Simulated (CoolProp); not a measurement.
Vapour-liquid equilibrium of C3F8 (R218) (1) + c-C4F8 (RC318) (2) at 274.9 K; x and y are mole fractions of (1).

Model: multi-fluid Helmholtz-energy mixture model, Lemmon 2006 and Platzer 1990; pair parameters Bell 2016, in CoolProp. This equation is an older, rougher fit; its heat capacities, sound speeds and derivatives of the liquid may be far off and weren't checked against measurements.

```csv
x,"bubble pressure, mixture model (MPa)","bubble pressure, Raoult's law (MPa)","y, mixture model","y, Raoult's law"
0.05,…,0.1530,0.078,0.143
0.125,0.1511,0.1756,0.206,0.312
0.2,0.1634,0.1981,…,0.443
0.275,…,0.2207,0.461,0.547
0.35,0.1983,0.2432,0.573,0.631
0.425,0.2204,0.2657,0.668,0.701
0.5,0.2451,0.2883,…,0.761
0.575,…,0.3108,0.811,0.811
0.65,0.3000,0.3334,…,0.855
0.725,…,0.3559,0.904,0.893
0.8,0.3588,0.3784,0.938,0.927
0.875,…,0.4010,0.965,0.957
0.95,0.4186,0.4235,0.987,0.984
```

Complete the blanks.


- 0.05, bubble pressure, mixture model (MPa): 0.1422
- 0.2, y, mixture model: 0.337
- 0.275, bubble pressure, mixture model (MPa): 0.1792
- 0.5, y, mixture model: 0.747
- 0.575, bubble pressure, mixture model (MPa): 0.2718
- 0.65, y, mixture model: 0.863
- 0.725, bubble pressure, mixture model (MPa): 0.3291
- 0.875, bubble pressure, mixture model (MPa): 0.3887

The largest gap from Raoult's law is -18.8 % in bubble pressure, at x = 0.275. No azeotrope shows between x = 0.05 and 0.95.

The pair parameters rest on a limited set of measurements; away from them the model extrapolates.
